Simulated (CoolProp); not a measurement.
Saturation properties of propylene.

The numbers come from the reference Helmholtz-energy equation of state, Lemmon 2013 in CoolProp.

| T (K) | p (MPa) | liquid cp (kJ/(kg K)) | vapour Z | surface tension (mN/m) | liquid viscosity (µPa s) |
|---|---|---|---|---|---|
| 261.8 | 0.4098 | 2.365 | 0.9044 | 11.7 | 134 |
| 273.7 | 0.5937 | 2.445 | 0.8765 | 10.1 | 120 |
| 285.7 | 0.8350 | 2.542 | 0.8435 | 8.54 | 107 |
| 297.6 | 1.139 | 2.663 | 0.8056 | 7.02 | 95.5 |
| 309.6 | 1.520 | 2.823 | 0.7614 | 5.55 | 85.1 |
| 321.6 | 1.987 | 3.050 | 0.7099 | 4.14 | 75.4 |
| 333.5 | 2.546 | 3.418 | 0.6492 | 2.80 | 66.0 |
| 345.5 | 3.222 | 4.195 | 0.5729 | 1.56 | 56.2 |

It boils at 225.5 K under 1 atm.

Viscosity comes from a separate model (Huber 2003), an estimate that may be off by 10 % or more. Surface tension comes from a separate correlation (Mulero 2012).
